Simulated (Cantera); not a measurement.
Input (Python, Cantera) and output of one run.

```python
import numpy as np
import cantera as ct

gas_names = """
    CS2
""".split()
cond_names = """
    Ca(a) Ca(b) Ca(L) CaS(s) C(gr)
""".split()


# ... load() reads the species with a 1 bar reference pressure and builds the phases ...
species = {s.name: s for s in load("nasa_gas.yaml", gas_names) + load("nasa_condensed.yaml", cond_names)}
# Each term lists the table entries of one substance; the one whose range holds T is used.
reactions = {
    '2 Ca + CS2(g) = 2 CaS + C':
        [(-2, ['Ca(a)', 'Ca(b)', 'Ca(L)']), (-1, ['CS2']), (2, ['CaS(s)']), (1, ['C(gr)'])],
}


def pick(names, T):
    return next(species[n] for n in names if species[n].thermo.min_temp <= T <= species[n].thermo.max_temp)


results = []
for label, terms in reactions.items():
    print(label)
    print("     T/K   dH/kJ  dS/(J/K)   dG/kJ   log10 K")
    for T in [300, 723, 773, 823, 873, 923, 973, 1023, 1073]:
        used = [(nu, pick(names, T)) for nu, names in terms]
        dH = sum(nu * s.thermo.h(T) for nu, s in used) / 1e6
        dS = sum(nu * s.thermo.s(T) for nu, s in used) / 1e3
        dG = dH - T * dS / 1e3
        logK = -dG * 1e6 / (ct.gas_constant * T * np.log(10))
        results.append((label, T, dH, dS, dG, logK, [s.name for _, s in used]))
        print(f"{T:8g} {dH:8.1f} {dS:8.1f} {dG:8.1f} {logK:8.2f}")
```

Result:

```
2 Ca + CS2(g) = 2 CaS + C
     T/K   dH/kJ  dS/(J/K)   dG/kJ   log10 K
     300  -1063.4   -204.1  -1002.1   174.49
     723  -1063.1   -202.0   -917.1    66.25
     773  -1062.7   -201.4   -907.0    61.29
     823  -1062.3   -200.9   -896.9    56.92
     873  -1061.9   -200.5   -886.9    53.06
     923  -1061.5   -200.1   -876.9    49.62
     973  -1061.2   -199.7   -866.9    46.54
    1023  -1060.9   -199.4   -856.9    43.75
    1073  -1060.7   -199.3   -846.9    41.23
```

Standard-state values (1 bar) from the NASA 1993 polynomials, evaluated with Cantera. Condensed species are held in their standard states even where they would react or evaporate.
